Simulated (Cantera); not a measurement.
Premixed flame

A freely propagating, adiabatic, planar premixed flame of 23.0 % H₂, 16.2 % O₂, 60.9 % N₂, equivalence ratio 0.71, unburnt at 700 K and 263 Torr; mixture-averaged transport, grid criteria slope 0.08 and curve 0.16, no radiation.

Computed with Cantera and the H2/O2 subset of GRI-Mech 3.0, which has no nitrogen chemistry. Burning velocities carry a grid error of a few per cent, more on coarse grids.

| z (mm) | T (K) | u (m/s) | x H₂ | x O₂ | x HO₂ | x H | x H₂O₂ | x O |
|---|---|---|---|---|---|---|---|---|
| -5.97 | 700 | 7.72 | 0.230 | 0.162 | <1e-8 | <1e-8 | <1e-8 | <1e-8 |
| -3.98 | 700 | 7.72 | 0.230 | 0.162 | <1e-8 | <1e-8 | <1e-8 | <1e-8 |
| -2.99 | 700 | 7.72 | 0.230 | 0.162 | 1.49e-8 | <1e-8 | <1e-8 | <1e-8 |
| -1.99 | 700 | 7.72 | 0.230 | 0.162 | 1.01e-6 | 4.24e-7 | <1e-8 | 1.60e-8 |
| -0.996 | 710 | 7.81 | 0.227 | 0.162 | 8.97e-5 | 0.000382 | 8.04e-7 | 1.70e-5 |
| -0.498 | 835 | 9.07 | 0.202 | 0.157 | 6.82e-5 | 0.00745 | 1.66e-6 | 0.000548 |
| 0 | 1189 | 12.6 | 0.0958 | 0.116 | 3.63e-5 | 0.0419 | 2.56e-6 | 0.00841 |
| 0.498 | 1453 | 15.2 | 0.0316 | 0.0712 | 1.94e-5 | 0.0522 | 1.94e-6 | 0.0177 |
| 0.996 | 1581 | 16.4 | 0.0255 | 0.0639 | 1.48e-5 | 0.0442 | 1.20e-6 | 0.0183 |
| 1.99 | 1724 | 17.7 | 0.0240 | 0.0605 | 1.13e-5 | 0.0330 | 6.41e-7 | 0.0164 |
| 3.98 | 1873 | 19.0 | 0.0211 | 0.0576 | 8.22e-6 | 0.0221 | 3.41e-7 | 0.0134 |
| 7.96 | 2016 | 20.2 | 0.0168 | 0.0552 | 5.66e-6 | 0.0130 | 2.01e-7 | 0.00982 |
| 15.9 | 2138 | 21.2 | 0.0117 | 0.0535 | 3.89e-6 | 0.00653 | 1.37e-7 | 0.00639 |
x: mole fraction of selected species; z is measured from the peak of heat release.

```yaml
laminar_burning_velocity: 772 cm/s
thermal_thickness: 1.99 mm
peak x(HO₂): 9.15e-5
peak x(H): 0.0533
peak x(H₂O₂): 2.71e-6
peak x(O): 0.0185
```
